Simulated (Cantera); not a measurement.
Input: 1 mol SiCl₄, 1.8 mol CH₄, 1.2 mol H₂, at 1673 K and 2.70 mbar.

Cantera equilibrium calculation (NASA polynomials, part measured and part estimated; ideal gas, pure solids and liquids). Candidate condensed phases: C, C₆H₆, C₇H₈, C₈H₁₈, Si, SiC; 109 gas species. The tables' values for SiCl₃, SiCl are old estimates; treat these amounts as uncertain. The numbers say what is thermodynamically allowed, not how fast it happens.

Base state: HCl 0.523, H₂ 0.443, SiCl₂ 0.0297, H 0.00146, Cl 0.00135, SiCl₃ 0.00112, SiCl₄ 8.81e-5, C₂H₂ (acetylene) 2.52e-5 (mole fractions); condensed: C(graphite) + SiC(s).

Question: What changes in the equilibrium state with this change: H₂ from 1.2 to 440 mol?

Answer: 
| species | before | after |
|---|---|---|
| H₂ | 0.443 | 0.989 |
| HCl | 0.523 | 0.00894 |
| H | 0.00146 | 0.00218 |
| SiCl₂ | 0.0297 | 3.89e-6 |
| SiCl₃ | 0.00112 | 1.68e-9 |
| SiCl₄ | 8.81e-5 | <1e-9 |
| SiHCl₃ | 1.34e-5 | <1e-9 |
| C(graphite), mol | 1.01 | 0.751 |
| SiC(s), mol | 0.789 | 0.997 |
